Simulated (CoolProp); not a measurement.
Vapour-liquid equilibrium of benzene (1) + n-dodecane (2) at 0.591 MPa; x and y are mole fractions of (1).

The numbers come from the multi-fluid Helmholtz-energy mixture model, Thol 2012 and Lemmon 2004; pair parameters Bell 2016 in CoolProp.

```tsv
x	bubble temperature, mixture model (°C)	bubble temperature, Raoult's law (°C)	y, mixture model	y, Raoult's law
0.05	294.2	281.6	0.186	0.379
0.15	266.7	246.0	0.521	0.718
0.25	240.0	222.0	0.742	0.853
0.35	217.6	204.6	0.860	0.916
0.45	200.1	191.3	0.921	0.950
0.55	186.6	180.8	0.954	0.969
0.65	176.0	172.2	0.973	0.982
0.75	167.3	164.9	0.985	0.989
0.85	159.9	158.6	0.992	0.995
0.95	153.6	153.2	0.998	0.999
```

The largest gap from Raoult's law is +20.7 K in bubble temperature, at x = 0.15. No azeotrope shows between x = 0.05 and 0.95.

Pair parameters are fitted to limited data, so mixtures are less certain than the pure fluids.
